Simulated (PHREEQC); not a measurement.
Solution (25 °C): 0.016 mol HF, 0.11 mol H2SiF6 and 7.1e-05 mol HNO3 per kg of water. Closed to the air; pH follows from the charge balance.

Equilibrium calculation in PHREEQC: ion-association model, wateq4f.dat.

Each row changes one thing in this solution. Precipitation was switched off in this run.

| case | pH | ionic strength (mol/kgw) | HF (mol/kgw) | H2F2 (mol/kgw) | H4SiO4 (mol/kgw) | F- (mol/kgw) | SI of Chalcedony (SiO2) |
|---|---|---|---|---|---|---|---|
| as made | 0.77 | 0.330 | 0.0158 | 0.000703 | 0.000222 | 9.98e-5 | -0.06 |
| HF left out | 0.77 | 0.324 | 0.0109 | 0.000336 | 0.00195 | 6.99e-5 | +0.88 |
| HNO3 from 7.1e-05 to 0.00071 mol/kgw | 0.77 | 0.330 | 0.0158 | 0.000703 | 0.000222 | 9.95e-5 | -0.06 |
| HF from 0.016 to 0.08 mol/kgw | 0.77 | 0.331 | 0.0595 | 0.00996 | ? | 0.000374 | -3.52 |
| HF from 0.016 to 0.024 mol/kgw | 0.77 | 0.330 | 0.0215 | 0.00129 | ? | 0.000135 | -0.86 |
| HNO3 left out | 0.77 | 0.329 | 0.0158 | 0.000703 | 0.000222 | 9.98e-5 | -0.06 |
| HF from 0.016 to 0.008 mol/kgw | 0.77 | 0.327 | 0.0125 | 0.000438 | 0.000907 | 7.91e-5 | +0.55 |

Task: What belongs in the gaps?

Result: 
- HF from 0.016 to 0.08 mol/kgw, H4SiO4 (mol/kgw): 7.81e-8
- HF from 0.016 to 0.024 mol/kgw, H4SiO4 (mol/kgw): 3.55e-5

Species that the database lacks are ignored. Some of these states are supersaturated (in Quartz (slow to form), Chalcedony (slow to form), for instance). SiF6-2 is the database's only silicon fluoride.
